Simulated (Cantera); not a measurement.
Input: 1 mol SiCl₄, 0.05 mol Cl₂, 7.1 mol H₂, held at 1200 K and 1.00 bar.

Method: chemical equilibrium by Gibbs-energy minimisation in Cantera with the NASA 1993 tables (ideal gas, pure condensed phases). Candidate condensed phases: Si; 19 gas species. The tables' values for SiCl₃ are old estimates; treat these amounts as uncertain. Rates play no part.

Base state: H₂ 0.820, SiCl₄ 0.0811, HCl 0.0576, SiHCl₃ 0.0314, SiCl₃ 0.00511, SiCl₂ 0.00282, SiH₂Cl₂ 0.00159, SiH₃Cl 2.21e-5 (mole fractions); condensed: gas only.

**Question.** What changes in the equilibrium state with this change: H₂ from 7.1 to 280 mol?

**Answer.** 
```
species      before     after
----------  -------  --------
H₂            0.820     0.988
HCl          0.0576    0.0107
SiHCl₃       0.0314  0.000571
SiCl₄        0.0811  0.000228
SiCl₃       0.00511   8.46e-5
SiCl₂       0.00282  0.000275
SiH₂Cl₂     0.00159  0.000187
Si(s), mol        0     0.616
```

**Question.** What changes in the equilibrium state with this change: temperature from 1200 K to 1650 K?

**Answer.** 
```csv
species,before,after
H₂,0.820,0.696
HCl,0.0576,0.192
SiCl₂,0.00282,0.0774
SiCl₄,0.0811,0.00968
SiHCl₃,0.0314,0.00590
SiCl₃,0.00511,0.0185
Cl,1.09e-8,1.64e-5
H,1.79e-7,7.58e-5
```
